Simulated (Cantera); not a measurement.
Cantera run, input and output.

```python
import numpy as np
import cantera as ct

gas = ct.Solution("h2o2.yaml")
gas.TPX = 925, 1333, {'H2': 0.042, 'O2': 1, 'N2': 3}
reactor = ct.IdealGasConstPressureReactor(gas, energy="off", clone=False)
net = ct.ReactorNet([reactor])
net.rtol, net.atol = 1e-08, 1e-18
show = ['H2', 'O2', 'H2O', 'H', 'H2O2']
times = np.geomspace(0.001, 100, 12)

steps = ct.SolutionArray(gas, extra=["t"])
rows = []
print(f"{'t/s':>10s}{'T/K':>9s}{'P/Pa':>11s}" + "".join(f"{s:>11s}" for s in show))
for t in times:
    while net.time < t:
        t_next = net.step()
        steps.append(gas.state, t=t_next)
    rows.append([np.interp(t, steps.t, y) for y in (steps.T, steps.P, *steps(*show).X.T)])
    print(f"{t:10.3e}{rows[-1][0]:9.1f}{rows[-1][1]:11.4g}" + "".join(f"{x:11.3e}" for x in rows[-1][2:]))
rate = np.gradient(steps.T, steps.t)
print("integrator steps:", len(steps.t))
if steps.T.max() > steps.T[0] + 200:
    print(f"time of steepest temperature rise: {steps.t[rate.argmax()]:.4e} s")
gas.TPX = 925, 1333, {'H2': 0.042, 'O2': 1, 'N2': 3}
gas.equilibrate("TP")
print(f"equilibrium (TP): T = {gas.T:.1f} K  " + "  ".join(f"{s} {gas[s].X[0]:.3e}" for s in show))
```

Output:

```
       t/s      T/K       P/Pa         H2         O2        H2O          H       H2O2
 1.000e-03    925.0       1333  1.039e-02  2.474e-01  5.308e-13  2.089e-12  5.424e-17
 2.848e-03    925.0       1333  1.039e-02  2.474e-01  7.808e-12  7.083e-12  4.480e-16
 8.111e-03    925.0       1333  1.039e-02  2.474e-01  2.012e-10  8.389e-11  4.040e-15
 2.310e-02    925.0       1333  1.039e-02  2.474e-01  1.667e-07  6.150e-08  5.226e-13
 6.579e-02    925.0       1333  1.065e-03  2.423e-01  8.068e-03  2.130e-03  4.738e-08
 1.874e-01    925.0       1333  5.826e-05  2.431e-01  1.028e-02  1.129e-04  1.890e-08
 5.337e-01    925.0       1333  7.218e-06  2.434e-01  1.042e-02  4.800e-06  1.262e-08
 1.520e+00    925.0       1333  9.262e-07  2.435e-01  1.044e-02  2.247e-07  7.566e-09
 4.329e+00    925.0       1333  1.152e-07  2.435e-01  1.044e-02  1.304e-08  3.404e-09
 1.233e+01    925.0       1333  1.497e-08  2.435e-01  1.044e-02  1.069e-09  1.259e-09
 3.511e+01    925.0       1333  2.536e-09  2.435e-01  1.044e-02  1.228e-10  4.367e-10
 1.000e+02    925.0       1333  5.953e-10  2.435e-01  1.044e-02  1.789e-11  1.515e-10
integrator steps: 1735
equilibrium (TP): T = 925.0 K  H2 1.442e-12  O2 2.435e-01  H2O 1.045e-02  H 2.726e-15  H2O2 5.942e-13
```

Cantera simulation using the H2/O2 subset of GRI-Mech 3.0, which has no nitrogen chemistry; the numbers are that mechanism's predictions, not measurements. Radical loss at walls, strong at low pressure, is not modelled. Below about 950 K walls govern HO2 and H2O2 in real vessels.
